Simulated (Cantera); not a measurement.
An adiabatic, constant-volume homogeneous reactor starts with 3.04 % CH4, 0.207 % CO, 12.2 % O2, 84.5 % N2, at 1350 K and 1280 Torr.

Model: GRI-Mech 3.0 (53 species, 325 reactions), integrated in Cantera.

### Question
Predict: time of steepest temperature rise; temperature at 5.00 s; equilibrium temperature; x(CO) at 5.00 s; x(O2) at 5.00 s; x(H2O2) at 5.00 s; x(O) at 5.00 s.

### Answer
time of steepest temperature rise: 4.98 ms
temperature at 5.00 s: 2177 K
equilibrium temperature: 2177 K
x(CO) at 5.00 s: 0.000419 (gas-phase equilibrium 0.000419)
x(O2) at 5.00 s: 0.0571 (gas-phase equilibrium 0.0571)
x(H2O2) at 5.00 s: 7.52e-8 (gas-phase equilibrium 7.52e-8)
x(O) at 5.00 s: 0.000339 (gas-phase equilibrium 0.000339)
